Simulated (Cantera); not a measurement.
Feed: 1 mol H2O, 1.7 mol O2, at 2923.15 K and 1800000 Pa.

Method: chemical equilibrium by Gibbs-energy minimisation in Cantera with the NASA 1993 tables (ideal gas, pure condensed phases). Candidate condensed phases: H2O; 9 gas species. Rates play no part.

Base state: O2 0.596, H2O 0.331, OH 0.0513, O 0.0157, H2 0.00348, H 0.00172, HO2 0.000302, H2O2 1.71e-5 (mole fractions); condensed: gas only.

Q: What changes in the equilibrium state with this change: pressure from 1800000 Pa to 1330 Pa?

A: 
```json
[
 {"species": "O", "before": "0.0157", "after": "0.373"},
 {"species": "O2", "before": "0.596", "after": "0.248"},
 {"species": "H", "before": "0.00172", "after": "0.193"},
 {"species": "H2O", "before": "0.331", "after": "0.0538"},
 {"species": "H2", "before": "0.00348", "after": "0.0322"},
 {"species": "OH", "before": "0.0513", "after": "0.101"},
 {"species": "H2O2", "before": "1.71e-5", "after": "4.87e-8"},
 {"species": "HO2", "before": "0.000302", "after": "1.04e-5"}
]
```
